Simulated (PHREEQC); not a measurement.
Solution (22 °C): 0.00097 mol/kgw H2SO4, 9.7e-05 mol/kgw Fe(NO3)3 and 0.00035 mol/kgw CO2. Closed to the air; pH follows from the charge balance.

All values are PHREEQC results (ion-association model, wateq4f.dat), not measurements.

No solid was allowed to form.

### Question
Order these Fe species by the share of Fe that they hold, largest first: Fe+3, Fe(SO4)2-, FeSO4+, Fe(OH)2+, FeOH+2.

### Answer
FeSO4+ (53 %), FeOH+2 (29 %), Fe+3 (12 %), Fe(OH)2+ (4.1 %), Fe(SO4)2- (0.74 %)

### Question
Order these S species by the share of S that they hold, largest first: Fe(SO4)2-, FeSO4+, HSO4-, SO4-2.

### Answer
SO4-2 (83 %), HSO4- (11 %), FeSO4+ (5.3 %), Fe(SO4)2- (0.15 %)

The pH is 2.75 and the ionic strength 0.00289 mol/kgw. Saturation is exceeded, for instance for Hematite (slow to form), Goethite (slow to form); the values hold only as long as no solid forms.
